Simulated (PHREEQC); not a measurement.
Consider water at 20 °C with 3.1 mmol/kgw HNO3, 3.8 mmol/kgw CaCl2 and 1.3 mmol/kgw KCl. Closed to the air; pH follows from the charge balance.

Equilibrium calculation in PHREEQC: ion-association model, wateq4f.dat.

Problem. The ionic strength comes out as 0.0158 mol/kgw. What activity coefficients do H+, Cl-, NO3-, Ca+2, K+ get?

Solution. H+ 0.90, Cl- 0.88, NO3- 0.88, Ca+2 0.62, K+ 0.88.

No solid was allowed to form.
